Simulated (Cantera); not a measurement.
A perfectly stirred reactor is fed with NO : N2 = 1 : 4.9 (molar parts), at 150000 Pa; it is held at 1748 K, and followed from long to short residence time.

Computed with Cantera and GRI-Mech 3.0 (53 species, 325 reactions).

**Question.** What does this change do: pressure from 150000 Pa to 15000 Pa?

**Answer.** 
```
quantity                 before    after
---------------------  --------  -------
x(NO) at τ = 16.0 s      0.0922    0.149
x(N2O) at τ = 16.0 s    3.62e-6  8.46e-6
x(O2) at τ = 16.0 s      0.0385   0.0103
x(N2) at τ = 16.0 s       0.869    0.841
x(O) at τ = 16.0 s      1.20e-5  2.13e-5
x(NO) at τ = 70.0 ms      0.169    0.169
x(N2O) at τ = 70.0 ms   1.16e-5  8.92e-6
x(O2) at τ = 70.0 ms   0.000410  3.32e-5
x(N2) at τ = 70.0 ms      0.831    0.831
x(O) at τ = 70.0 ms     2.83e-6  7.33e-6
```

**Question.** What does this change do: temperature 1748 to 1448 K?

**Answer.** 
```csv
quantity,before,after
x(NO) at τ = 16.0 s,0.0922,0.163
x(N2O) at τ = 16.0 s,3.62e-6,8.81e-6
x(O2) at τ = 16.0 s,0.0385,0.00287
x(N2) at τ = 16.0 s,0.869,0.834
x(O) at τ = 16.0 s,1.20e-5,9.76e-8
x(NO) at τ = 70.0 ms,0.169,0.169
x(N2O) at τ = 70.0 ms,1.16e-5,5.64e-6
x(O2) at τ = 70.0 ms,0.000410,1.05e-6
x(N2) at τ = 70.0 ms,0.831,0.831
x(O) at τ = 70.0 ms,2.83e-6,1.43e-8
```
